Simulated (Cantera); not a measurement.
Cantera run:

```python
import numpy as np
import cantera as ct

gas_names = """
    CL CLO CL2 Fe FeCL FeCL2 FeCL3 FeO Fe2CL4 Fe2CL6 O O2 O3
""".split()
cond_names = """
    Fe(a) Fe(c) Fe(d) Fe(L) FeCL2(s) FeCL2(L) FeCL3(s) FeCL3(L) FeO(s) FeO(L) Fe2O3(s) Fe3O4(s)
""".split()


# ... load() reads the species with a 1 bar reference pressure and builds the phases ...
atoms = {
    'Fe2O3': {'Fe': 2, 'O': 3},
    'Cl2': {'CL': 2},
}
top_T = {'Fe2O3(s)': 1830, 'Fe3O4(s)': 1870}  # K; cautious upper limits of use, not melting points


# ... equilibrate(T, P, feed) seeds the gas with the atoms and calls Mixture.equilibrate('TP', solver="vcs", rtol=1e-11, max_steps=5000) ...
results = []
feed = {'Fe2O3': 1, 'Cl2': 49}  # mol
P = 1333.22  # Pa
for T in [673, 773, 873, 973, 1073, 1173, 1273, 1373, 1473, 1573, 1673, 1773]:
    mix = equilibrate(T, P, feed)
    results.append((T, P, feed, dict(zip(mix.species_names, mix.species_moles))))

top = {s: max(r[3][s] / sum(r[3][g] for g in gas_names) for r in results) for s in gas_names}
cols = sorted((s for s in top if top[s] > 1e-06), key=lambda s: -top[s])[:5]
seen = [c for c in cond_names if any(r[3].get(c, 0) > 1e-12 for r in results)]
print("log10 of partial pressures in bar; condensed amounts in mol")
print(f"{'T/K':>10s}" + "".join(f"{s[:9]:>10s}" for s in cols + seen))
for T, P, feed, n in results:
    ng = sum(n[g] for g in gas_names)
    print(f"{T:10.4g}" + "".join(f"{np.log10(max(n[s] / ng * P / 1e5, 1e-99)):10.3f}" for s in cols)
          + "".join(f"{n.get(c, 0):10.4g}" for c in seen))
```

Output:

```
log10 of partial pressures in bar; condensed amounts in mol
       T/K       CL2        CL     FeCL3        O2     FeCL2  Fe2O3(s)
       673    -1.876    -7.486    -5.151    -5.237    -9.474    0.9858
       773    -1.878    -6.250    -4.264    -4.377    -7.471     0.897
       873    -1.890    -5.298    -3.607    -3.725    -5.951    0.5365
       973    -1.908    -4.545    -3.280    -3.394    -4.935         0
      1073    -1.911    -3.924    -3.305    -3.396    -4.405         0
      1173    -1.920    -3.411    -3.367    -3.402    -4.005         0
      1273    -1.943    -2.985    -3.486    -3.414    -3.727         0
      1373    -1.993    -2.635    -3.674    -3.439    -3.561         0
      1473    -2.088    -2.358    -3.931    -3.479    -3.486         0
      1573    -2.249    -2.154    -4.250    -3.536    -3.476         0
      1673    -2.488    -2.023    -4.612    -3.596    -3.500         0
      1773    -2.791    -1.952    -4.986    -3.642    -3.528         0
```

These are equilibrium values from Cantera (NASA tables, ideal gas, pure condensed phases), not measurements of a reactor. Condensed phases not in the tables: FeOCl.
